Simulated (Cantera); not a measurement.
An isothermal, constant-pressure homogeneous reactor starts with CH4 : H2O = 1 : 1.2 (molar parts), at 1373 K and 0.888 atm.

Cantera simulation using GRI-Mech 3.0 (53 species, 325 reactions); the numbers are that mechanism's predictions, not measurements.

One state of this run: x CH4 = 0.139; x H2O = 0.220; x C2H2 = 0.0141; x O = <1e-12; x H2O2 = <1e-12; x OH = 1.98e-8. x: mole fraction; the columns are a selection and need not sum to one.

**Question.** Which value of t (s) does it belong to?
A) 300
B) 0.00524
C) 0.000229
D) 0.00109

**Answer.** A, 300
